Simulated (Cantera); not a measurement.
Charge: 1 mol SiF4, 3.8 mol O2, equilibrated at 573.15 K and 0.0100 bar.

Equilibrium computed with Cantera from the NASA thermochemical tables; the gas is ideal and each condensed phase is pure. Candidate condensed phases: Si, SiO2; 17 gas species. Rates play no part.

Base state: O2 0.792, SiF4 0.208 (mole fractions); condensed: gas only.

Question: What changes in the equilibrium state with this change: temperature from 573.15 K to 1898.15 K?

Answer: 
```csv
species,before,after
O2,0.792,0.789
SiF4,0.208,0.208
O,<1e-9,0.00261
F,<1e-9,0.000385
SiF3,<1e-9,0.000235
"SiO2(condensed), mol",0,0.000151
```
The tables' values for SiF3 are old estimates; treat these amounts as uncertain. The tables hold silica as quartz up to 1696 K and as liquid above; real silica turns to tridymite and cristobalite and melts near 1996 K.

Question: What changes in the equilibrium state with this change: SiF4 replaced by Si2H6?

Answer: 
```tsv
species	before	after
H2O	0	0.909
O2	0.792	0.0909
SiF4	0.208	0
SiO2(α-quartz), mol	0	2.00
```
The feed counts by its element totals alone. Further candidate phases: H2O.
